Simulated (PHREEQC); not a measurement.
A column of 0.2 m (40 cells, dispersivity 0.016 m, 3600 s a shift, diffusion coefficient 3e-10 m²/s) holds 0.054 eq of the database's cation exchanger X per kg of pore water, first in equilibrium with 1.2 mmol/kgw MgCl2, 0.65 mmol/kgw LiCl, 20 mmol/kgw ZnCl2 and 0.01 mmol/kgw HCl. It is flushed with 29 mmol/kgw MgCl2, 9 mmol/kgw KBr and 0.01 mmol/kgw HCl, at 15 °C. Values are for the last cell. No CO2 enters from the air. Nothing may precipitate in this run.

Model: ion-association model, phreeqc.dat, run in PHREEQC.

**Question.** Predict Br in solution (mol/kgw), K in solution (mol/kgw) at pore volumes = 0, 1.262, 2.763, 3.513.

**Answer.** 
```
pore volumes  Br in solution (mol/kgw)  K in solution (mol/kgw)
------------  ------------------------  -----------------------
0                                    0                        0
1.262                          0.00708                  0.00238
2.763                          0.00898                  0.00790
3.513                          0.00900                  0.00860
```

Complexes and solids missing from the database can't appear.
